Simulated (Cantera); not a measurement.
## Ta₂O₅ + H₂ + H₂O (hydrogen reduction and annealing atmospheres)

Feed: 1 mol Ta₂O₅, 460 mol H₂, a varied amount of H₂O, held at 1827 °C and 0.133 bar.

Equilibrium computed with Cantera from the NASA thermochemical tables; the gas is ideal and each condensed phase is pure. Candidate condensed phases: H₂O, Ta, Ta₂O₅; 12 gas species. Mutual solubility and eutectic melting of coexisting phases are not modelled. Condensed phases not in the tables: N, O or C dissolved in the metal. The numbers say what is thermodynamically allowed, not how fast it happens.

| n(H₂O) (mol) | log p H₂ | log p H | log p H₂O | log p TaO₂ | log p TaO | n Ta(s) | n Ta₂O₅(l) |
|---|---|---|---|---|---|---|---|
| 0.13 | -0.88 | -2.95 | -3.45 | -5.29 | -5.99 | 0.435 | 0.772 |
| 0.3 | -0.88 | -2.95 | -3.45 | -5.29 | -5.99 | 0.367 | 0.806 |
| 0.48 | -0.88 | -2.95 | -3.45 | -5.29 | -5.99 | 0.296 | 0.841 |
| 0.65 | -0.88 | -2.95 | -3.45 | -5.29 | -5.99 | 0.228 | 0.875 |
| 0.83 | -0.88 | -2.95 | -3.45 | -5.29 | -5.99 | 0.156 | 0.911 |
| 1 | -0.88 | -2.95 | -3.45 | -5.29 | -5.99 | 0.0882 | 0.945 |
| 1.2 | -0.88 | -2.95 | -3.45 | -5.29 | -5.99 | 0.00841 | 0.985 |
| 1.4 | -0.88 | -2.95 | -3.39 | -5.31 | -6.08 | 0 | 0.990 |
| 1.5 | -0.88 | -2.95 | -3.36 | -5.33 | -6.13 | 0 | 0.991 |
| 1.7 | -0.88 | -2.95 | -3.31 | -5.36 | -6.21 | 0 | 0.991 |
| 1.9 | -0.88 | -2.95 | -3.26 | -5.38 | -6.28 | 0 | 0.992 |
| 2.1 | -0.88 | -2.95 | -3.22 | -5.40 | -6.34 | 0 | 0.992 |
log p: log10 of the partial pressure in bar; n: condensed amount in mol.

From 0.13 mol H₂O to 1.2 mol H₂O the condensed part is Ta(s) + Ta₂O₅(l). From 1.4 mol H₂O to 2.1 mol H₂O the condensed part is Ta₂O₅(l). The main Ta-bearing gas is TaO₂ throughout.
